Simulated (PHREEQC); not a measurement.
**Acid rinse or clean (model solution)**

Consider water at 60 °C with 188 mmol/kgw H2SO4 and 3.1 mmol/kgw CuSO4. Closed to the air; pH follows from the charge balance.

Equilibrium calculation in PHREEQC: ion-association model, phreeqc.dat.

Precipitation was switched off in this run.

**Question.** Estimate the pH, specific conductance, activity of water.

**Answer.** pH 0.81; specific conductance 118000 µS/cm; activity of water 0.993.

**Question.** In which forms is Cu present?

**Answer.** Cu+2 80 %, CuSO4 20 % of the Cu.

Constants without temperature data keep their 25 °C values here.
